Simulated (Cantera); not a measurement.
Cantera run:

```python
import numpy as np
import cantera as ct

gas_names = """
    H HO2 H2 H2O H2O2 O OH O2 O3 Ti TiO TiO2
""".split()
cond_names = """
    H2O(s) H2O(L) Ti(a) Ti(b) Ti(L) TiO(a) TiO(b) TiO(L) TiO2(ru) TiO2(L) Ti2O3(a) Ti2O3(b) Ti2O3(L)
    Ti3O5(a) Ti3O5(b) Ti3O5(L) Ti4O7(s) Ti4O7(L)
""".split()


def load(file, names, dense=False):
    # The tables refer to 1 bar. Condensed volumes are neglected.
    table = {s.name: s for s in ct.Species.list_from_file(file)}
    out = []
    for n in names:
        d = dict(table[n].input_data)
        d["thermo"] = dict(d["thermo"], **{"reference-pressure": 1e5})
        if dense:
            d["equation-of-state"] = {"model": "constant-volume", "density": "1e6 g/cm^3"}
        out.append(ct.Species.from_dict(d))
    return out


gas = ct.Solution(thermo="ideal-gas", species=load("nasa_gas.yaml", gas_names))
cond = {s.name: ct.Solution(thermo="fixed-stoichiometry", species=[s], name=s.name)
        for s in load("nasa_condensed.yaml", cond_names, dense=True)}
atoms = {
    'TiO2': {'Ti': 1, 'O': 2},
    'H2': {'H': 2},
}
top_T = {}  # K; cautious upper limits of use, not melting points


def equilibrate(T, P, feed):
    n = {}
    for name, mol in feed.items():
        for a, k in atoms[name].items():
            n[a] = n.get(a, 0.0) + k * mol
    gas.TPX = T, P, n
    mass = sum(n.values()) * gas.mean_molecular_weight
    gas.equilibrate("TP")
    valid = [c for c in cond.values() if c.min_temp <= T <= top_T.get(c.name, c.max_temp)]
    mix = ct.Mixture([(gas, mass / gas.mean_molecular_weight)] + [(c, 0.0) for c in valid])
    mix.T, mix.P = T, P
    mix.equilibrate("TP", solver="vcs", rtol=1e-11, max_steps=5000)
    return mix


results = []
feed = {'TiO2': 1, 'H2': 21}  # mol
P = 250000  # Pa
for T in [1248, 1298, 1348, 1398, 1448, 1498, 1548, 1598, 1648, 1698, 1748, 1798, 1848, 1898]:
    mix = equilibrate(T, P, feed)
    results.append((T, P, feed, dict(zip(mix.species_names, mix.species_moles))))
    x = sorted(zip(gas.X, gas.species_names), reverse=True)
    print(f"T = {T:g} K  P = {P:g} Pa  gas = {mix.phase_moles(0):.4g} mol")
    print("   x: " + "  ".join(f"{s} {v:.3e}" for v, s in x if v > 1e-05))
    print("   condensed (mol): " + ("  ".join(f"{mix.phase(i).name} {mix.phase_moles(i):.4g}"
          for i in range(1, mix.n_phases) if mix.phase_moles(i) > 1e-12) or "none"))
```

Result:

```
T = 1248 K  P = 250000 Pa  gas = 21 mol
   x: H2 9.982e-01  H2O 1.779e-03
   condensed (mol): TiO2(ru) 0.8506  Ti4O7(s) 0.03735
T = 1298 K  P = 250000 Pa  gas = 21 mol
   x: H2 9.971e-01  H2O 2.928e-03
   condensed (mol): TiO2(ru) 0.754  Ti4O7(s) 0.06149
T = 1348 K  P = 250000 Pa  gas = 21 mol
   x: H2 9.953e-01  H2O 4.651e-03
   condensed (mol): TiO2(ru) 0.6093  Ti4O7(s) 0.09767
T = 1398 K  P = 250000 Pa  gas = 21 mol
   x: H2 9.928e-01  H2O 7.154e-03
   condensed (mol): TiO2(ru) 0.3991  Ti4O7(s) 0.1502
T = 1448 K  P = 250000 Pa  gas = 21 mol
   x: H2 9.893e-01  H2O 1.069e-02
   condensed (mol): TiO2(ru) 0.1022  Ti4O7(s) 0.2245
T = 1498 K  P = 250000 Pa  gas = 21 mol
   x: H2 9.881e-01  H2O 1.190e-02  H 1.080e-05
   condensed (mol): Ti4O7(s) 0.25
T = 1548 K  P = 250000 Pa  gas = 21 mol
   x: H2 9.881e-01  H2O 1.190e-02  H 1.936e-05
   condensed (mol): Ti4O7(s) 0.25
T = 1598 K  P = 250000 Pa  gas = 21 mol
   x: H2 9.881e-01  H2O 1.190e-02  H 3.346e-05
   condensed (mol): Ti4O7(s) 0.25
T = 1648 K  P = 250000 Pa  gas = 21 mol
   x: H2 9.862e-01  H2O 1.374e-02  H 5.593e-05
   condensed (mol): Ti3O5(b) 0.1541  Ti4O7(s) 0.1344
T = 1698 K  P = 250000 Pa  gas = 21 mol
   x: H2 9.840e-01  H2O 1.587e-02  H 9.072e-05
   condensed (mol): Ti3O5(b) 0.3333
T = 1748 K  P = 250000 Pa  gas = 21 mol
   x: H2 9.840e-01  H2O 1.587e-02  H 1.433e-04
   condensed (mol): Ti3O5(b) 0.3333
T = 1798 K  P = 250000 Pa  gas = 21 mol
   x: H2 9.839e-01  H2O 1.587e-02  H 2.209e-04
   condensed (mol): Ti3O5(b) 0.3333
T = 1848 K  P = 250000 Pa  gas = 21 mol
   x: H2 9.838e-01  H2O 1.587e-02  H 3.326e-04
   condensed (mol): Ti3O5(b) 0.3333
T = 1898 K  P = 250000 Pa  gas = 21.01 mol
   x: H2 9.836e-01  H2O 1.587e-02  H 4.903e-04
   condensed (mol): Ti3O5(b) 0.3333
```

These are equilibrium values from Cantera (NASA tables, ideal gas, pure condensed phases), not measurements of a reactor. Mutual solubility and eutectic melting of coexisting phases are not modelled. Condensed phases not in the tables: Magnéli phases beyond Ti4O7. Gases not in the tables: TiO(OH)2.
